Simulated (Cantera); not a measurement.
Cantera run, input and output.

```python
import numpy as np
import cantera as ct

gas = ct.Solution("gri30.yaml")
gas.TPX = 673, 37000, {'CH4': 1, 'O2': 4.08, 'N2': 15.3}
inlet = ct.Reservoir(gas, clone=True)
gas.equilibrate("HP")  # start burning
reactor = ct.IdealGasConstPressureReactor(gas, energy="on", clone=False)
exhaust = ct.Reservoir(gas, clone=True)
tau = [0.48, 0.18, 0.069, 0.026, 0.0098, 0.0037, 0.0014, 0.00053, 0.0002, 7.7e-05][0]
for a, b in ((inlet, reactor), (reactor, exhaust)):
    ct.MassFlowController(a, b, mdot=lambda t: reactor.mass / tau)
net = ct.ReactorNet([reactor])
show = ['CH4', 'O2', 'CH3', 'CO', 'H']

rows = []
print(f"{'tau/s':>10s}{'T/K':>9s}" + "".join(f"{s:>11s}" for s in show))
for tau in [0.48, 0.18, 0.069, 0.026, 0.0098, 0.0037, 0.0014, 0.00053, 0.0002, 7.7e-05]:
    net.initial_time = 0.0
    net.advance(30 * tau)
    before = gas.X
    net.advance(40 * tau)
    drift = np.max(np.abs(gas.X - before) / (gas.X + 1e-9))
    rows.append([gas.T, *gas[show].X, drift])
    print(f"{tau:10.3e}{gas.T:9.1f}" + "".join(f"{x:11.3e}" for x in gas[show].X))
```

It prints:

```
     tau/s      T/K        CH4         O2        CH3         CO          H
 4.800e-01   1759.6  4.777e-06  1.018e-01  9.886e-07  2.199e-04  1.706e-05
 1.800e-01   1754.6  8.912e-06  1.017e-01  1.732e-06  4.120e-04  4.211e-05
 6.900e-02   1746.4  1.619e-05  1.017e-01  2.894e-06  7.635e-04  1.037e-04
 2.600e-02   1732.2  2.982e-05  1.017e-01  4.815e-06  1.414e-03  2.544e-04
 9.800e-03   1708.8  5.618e-05  1.018e-01  8.083e-06  2.560e-03  5.920e-04
 3.700e-03   1672.2  1.118e-04  1.024e-01  1.412e-05  4.528e-03  1.255e-03
 1.400e-03   1618.0  2.485e-04  1.040e-01  2.702e-05  7.975e-03  2.286e-03
 5.300e-04   1540.3  7.020e-04  1.084e-01  6.379e-05  1.458e-02  3.167e-03
 2.000e-04    673.0  4.907e-02  2.002e-01  5.060e-16  9.950e-17  3.570e-24
 7.700e-05    673.0  4.907e-02  2.002e-01  1.951e-16  1.343e-19  1.154e-24
```

Model: GRI-Mech 3.0 (53 species, 325 reactions), integrated in Cantera.
